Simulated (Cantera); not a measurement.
Charge: 1 mol CHF3, 0.071 mol CH4, 4 mol H2, held at 1400 °C and 15.0 Torr.

Method: chemical equilibrium by Gibbs-energy minimisation in Cantera with the NASA 1993 tables (ideal gas, pure condensed phases). Candidate condensed phases: C, C6H6, C7H8, C8H18; 95 gas species. The numbers say what is thermodynamically allowed, not how fast it happens.

Task: What is the equilibrium state?

Result: 
```json
{
  "x(H2)": "0.511",
  "x(HF)": "0.488",
  "x(H)": "0.000577",
  "x(C2H2 (acetylene))": "2.92e-5",
  "x(CH4)": "6.34e-6",
  "n(C(graphite))": "1.07 mol",
  "gas_amount": "6.144 mol"
}
```
